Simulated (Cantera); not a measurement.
A closed system holds: 1 mol TiO₂, 3 mol H₂, 0.66 mol H₂O, at 26.0 Pa.

Equilibrium computed with Cantera from the NASA thermochemical tables; the gas is ideal and each condensed phase is pure. Candidate condensed phases: H₂O, Ti, TiO, TiO₂, Ti₂O₃, Ti₃O₅, Ti₄O₇; 12 gas species. Equilibrium is a limit: real reactors are often held back by kinetics, nucleation or transport. All values below are at 1698 K.

Base state: H₂ 0.812, H₂O 0.179, H 0.00808, OH 9.18e-5 (mole fractions); condensed: TiO₂(rutile).

What changes in the equilibrium state with this change: pressure from 26.0 Pa to 76.0 Pa?


```tsv
species	before	after
H₂	0.812	0.815
H₂O	0.179	0.180
H	0.00808	0.00474
OH	9.18e-5	5.37e-5
TiO₂(rutile), mol	1.000	1.000
```
